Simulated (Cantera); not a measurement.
Si + HCl + H2 (chlorosilane synthesis and conversion)

Input: 1 mol Si, 1.4 mol HCl, 19 mol H2, equilibrated at 750 K and 12.0 bar.

Cantera equilibrium calculation (NASA polynomials, part measured and part estimated; ideal gas, pure solids and liquids). Candidate condensed phases: Si; 19 gas species. Kinetics and transport are ignored.

| Item | Value |
|---|---|
| x(H2) | 0.978 |
| x(SiHCl3) | 0.0140 |
| x(SiCl4) | 0.00576 |
| x(SiH2Cl2) | 0.00248 |
| x(HCl) | 0.000183 |
| x(SiH3Cl) | 9.82e-5 |
| x(SiH4) | 1.83e-6 |
| n(Si(s)) | 0.555 mol |
| gas amount | 19.96 mol |
